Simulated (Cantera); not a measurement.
An isothermal, constant-pressure homogeneous reactor starts with C₂H₆ : H₂ = 1 : 1.1 (molar parts), at 1650 K and 0.00520 bar. Integrator tolerance rtol = 1e-08.

Detailed kinetics in Cantera: GRI-Mech 3.0 (53 species, 325 reactions). GRI-Mech 3.0 stops at C3 and has no aromatics, soot or wall deposition, so with more carbon than oxygen in the feed, carbon stays in small species such as C2H2 where larger ones or solid carbon would form. Radical loss at walls, strong at low pressure, is not modelled.

```tsv
quantity	before	after
x(C₂H₆) at 200 s	8.85e-10 (gas-phase equilibrium 8.28e-10)	4.61e-11 (gas-phase equilibrium 4.62e-11)
x(H₂) at 200 s	0.755 (gas-phase equilibrium 0.755)	0.749 (gas-phase equilibrium 0.749)
x(CH₄) at 200 s	0.000347 (gas-phase equilibrium 0.000328)	5.62e-5 (gas-phase equilibrium 5.62e-5)
x(H) at 200 s	0.00110 (gas-phase equilibrium 0.00110)	0.00792 (gas-phase equilibrium 0.00792)
x(C₂H₂) at 200 s	0.244 (gas-phase equilibrium 0.244)	0.243 (gas-phase equilibrium 0.243)
x(CH₂) at 200 s	1.47e-8 (gas-phase equilibrium 1.40e-8)	1.50e-7 (gas-phase equilibrium 1.50e-7)
```

**Question.** What was changed between the two runs?
A) C2H6 1 to 0.49 parts
B) temperature 1650 to 1525 K
C) pressure from 0.00520 bar to 0.590 bar
D) temperature 1650 to 1875 K

**Answer.** D, temperature 1650 to 1875 K
